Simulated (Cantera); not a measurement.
## Carbon deposition, reforming and gasification: CO + H₂

A closed system holds: 1 mol CO, 15 mol H₂, held at 1775 K.

Method: chemical equilibrium by Gibbs-energy minimisation in Cantera with the NASA 1993 tables (ideal gas, pure condensed phases). Candidate condensed phases: C, C₆H₆, C₇H₈, C₈H₁₈, H₂O; 110 gas species. The ideal-gas law is rough above about 30 bar. Rates play no part.

```
P (Pa)    log p H₂  log p CO  log p H  log p CH₄  log p H₂O  log p CO₂  log p C₂H₄
--------  --------  --------  -------  ---------  ---------  ---------  ----------
10           -4.04     -5.21    -5.56     -12.88     -11.02     -12.76        <-16
160          -2.83     -4.00    -4.95     -10.06      -8.99     -10.74      -13.71
2500         -1.63     -2.81    -4.35      -7.33      -6.94      -8.68      -10.65
40000        -0.43     -1.60    -3.75      -4.75      -4.70      -6.45       -7.90
630000        0.77     -0.41    -3.15      -2.33      -2.33      -4.08       -5.45
10000000      1.97      0.72    -2.56       0.03       0.02      -1.79       -3.12
```
log p: log10 of the partial pressure in bar; nothing condenses.

From 0.000100 bar to 100 bar nothing is condensed. The main C-bearing gas is CO throughout.
